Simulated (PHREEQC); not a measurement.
Model water analysis in mmol/kgw, 65 °C, pH 6.93, pe 11.7:

```csv
constituent,mmol/kgw
Na,0.0521
K,0.0251
Ca,0.103
Mg,0.0161
Cl,0.26
S(6),0.000958
Alkalinity (meq/kgw),0.0535
O(0) (counted as O atoms),0.00021
N(5),0.00503
```

Valence states are taken as typed.

Computed with PHREEQC (ion-association model, phreeqc.dat).

This is a speciation only: nothing precipitates in the calculation.

Question: Order these C species by the share of C that they hold, largest first: CO2, CaHCO3+, HCO3-.

Answer: HCO3- (81 %), CO2 (18 %), CaHCO3+ (0.13 %)

The pH is 6.93 and the ionic strength 0.000438 mol/kgw. Constants without temperature data keep their 25 °C values here.
